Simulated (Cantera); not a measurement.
Cantera with NASA thermochemical tables; ideal gases at 1 bar, condensed phases pure. Values are per mole of reaction as written; species without (g) are pure solids or liquids, kept so even where they would boil at 1 bar.

Question: Between 448 and 1448 K, where is each reaction favourable under standard conditions?
- H2(g) + SrCl2 ⇌ 2 HCl(g) + Sr

Answer: 
- H2(g) + SrCl2 ⇌ 2 HCl(g) + Sr: ΔG° is 563 kJ at 448 K and 412 kJ at 1448 K; it stays positive (K < 1). ΔH° is 594 kJ and ΔS° 126 J/K at 1448 K.
